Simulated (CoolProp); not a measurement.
A single-stage vapour-compression cycle with C2F6 (R116): evaporating at 225.15 K (dew point), condensing at 246.15 K (bubble point), superheat 8 K, subcooling 5 K, compressor efficiency 0.6, no pressure losses. Each further row changes one setting.

Model: reference Helmholtz-energy equation of state, Lemmon 2006, in CoolProp. It is a short technical equation, of lower accuracy than the large ones.

```tsv
case	cooling COP	pressure ratio	discharge temperature (K)	refrigerating effect (kJ/kg)	volumetric capacity (kJ/m³)
as stated	5.83	2.10	261.0	91.0	2890
evaporating temperature 230.15 K	8.03	1.74	259.1	93.5	3580
condensing temperature 241.15 K	7.92	1.78	254.7	96.4	3070
subcooling 10 K	6.17	2.10	261.0	96.4	3070
superheat 18 K	5.91	2.10	271.2	98.2	2950
compressor efficiency 0.5	4.86	2.10	264.8	91.0	2890
```
